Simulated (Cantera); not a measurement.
Charge: 1 mol C₃H₈, 0.073 mol NH₃, 0.78 mol O₂, held at 1600 K and 26.0 bar.

Cantera equilibrium calculation (NASA polynomials, part measured and part estimated; ideal gas, pure solids and liquids). Candidate condensed phases: C, C₆H₆, C₇H₈, C₈H₁₈, H₂O; 136 gas species. The numbers say what is thermodynamically allowed, not how fast it happens.

Base state: H₂ 0.693, CO 0.275, CH₄ 0.0204, N₂ 0.00646, H₂O 0.00433, CO₂ 0.000571, HCN 0.000137, NH₃ 5.63e-5 (mole fractions); condensed: C(graphite).

What changes in the equilibrium state with this change: temperature from 1600 K to 2050 K?


```json
[
 {"species": "H₂", "before": "0.693", "after": "0.712"},
 {"species": "CO", "before": "0.275", "after": "0.274"},
 {"species": "N₂", "before": "0.00646", "after": "0.00581"},
 {"species": "CH₄", "before": "0.0204", "after": "0.00491"},
 {"species": "H₂O", "before": "0.00433", "after": "0.000490"},
 {"species": "H", "before": "8.88e-6", "after": "0.000375"},
 {"species": "C₂H₂ (acetylene)", "before": "1.91e-5", "after": "0.000756"},
 {"species": "HNC", "before": "3.13e-6", "after": "7.13e-5"},
 {"species": "CO₂", "before": "0.000571", "after": "3.96e-5"},
 {"species": "C(graphite), mol", "before": "1.35", "after": "1.40"}
]
```

What changes in the equilibrium state with this change: temperature from 1600 K to 723.15 K?


```csv
species,before,after
CH₄,0.0204,0.468
H₂O,0.00433,0.394
CO₂,0.000571,0.0662
H₂,0.693,0.0582
CO,0.275,0.00128
N₂,0.00646,0.0122
HCN,0.000137,<1e-9
C₂H₂ (acetylene),1.91e-5,<1e-9
C₂H₄,3.83e-5,8.22e-9
C₂H₆,2.95e-6,2.42e-5
NH₃,5.63e-5,0.000282
"C(graphite), mol",1.35,1.41
```

What changes in the equilibrium state with this change: temperature from 1600 K to 2398 K?


```
species             before     after
----------------  --------  --------
H₂                   0.693     0.708
CO                   0.275     0.274
C₂H₂ (acetylene)   1.91e-5   0.00489
CH₄                 0.0204   0.00232
C₄H₂                 <1e-9   1.39e-5
H                  8.88e-6   0.00260
HNC                3.13e-6  0.000323
CO₂               0.000571   1.04e-5
C(graphite), mol      1.35      1.35
```
